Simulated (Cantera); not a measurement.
**NO annealing gas**

A perfectly stirred reactor is fed with NO : N₂ : H₂O = 1 : 11 : 0.33 (molar parts), at 100.0 Torr; it is held at 1800 K, and followed from long to short residence time.

Computed with Cantera and GRI-Mech 3.0 (53 species, 325 reactions).

```json
[
 {"τ (s)": "25", "x NO": "0.0652", "x O": "3.03e-5", "x N₂O": "1.34e-6", "x O₂": "0.00789", "x NO₂": "1.15e-5", "x N₂": "0.900"},
 {"τ (s)": "7.8", "x NO": "0.0755", "x O": "1.81e-5", "x N₂O": "1.77e-6", "x O₂": "0.00275", "x NO₂": "7.85e-6", "x N₂": "0.895"},
 {"τ (s)": "2.4", "x NO": "0.0793", "x O": "1.06e-5", "x N₂O": "1.92e-6", "x O₂": "0.000929", "x NO₂": "4.81e-6", "x N₂": "0.893"},
 {"τ (s)": "0.76", "x NO": "0.0805", "x O": "6.54e-6", "x N₂O": "1.99e-6", "x O₂": "0.000367", "x NO₂": "3.19e-6", "x N₂": "0.892"},
 {"τ (s)": "0.24", "x NO": "0.0809", "x O": "4.04e-6", "x N₂O": "2.02e-6", "x O₂": "0.000173", "x NO₂": "2.65e-6", "x N₂": "0.892"},
 {"τ (s)": "0.074", "x NO": "0.0810", "x O": "2.35e-6", "x N₂O": "1.93e-6", "x O₂": "7.20e-5", "x NO₂": "3.03e-6", "x N₂": "0.892"},
 {"τ (s)": "0.023", "x NO": "0.0811", "x O": "1.35e-6", "x N₂O": "1.55e-6", "x O₂": "1.47e-5", "x NO₂": "3.58e-6", "x N₂": "0.892"},
 {"τ (s)": "0.0072", "x NO": "0.0811", "x O": "1.44e-7", "x N₂O": "9.06e-7", "x O₂": "1.34e-7", "x NO₂": "9.37e-7", "x N₂": "0.892"},
 {"τ (s)": "0.0022", "x NO": "0.0811", "x O": "3.33e-8", "x N₂O": "3.76e-7", "x O₂": "2.06e-9", "x NO₂": "1.16e-7", "x N₂": "0.892"}
]
```
x: mole fraction; the columns are a selection and need not sum to one.
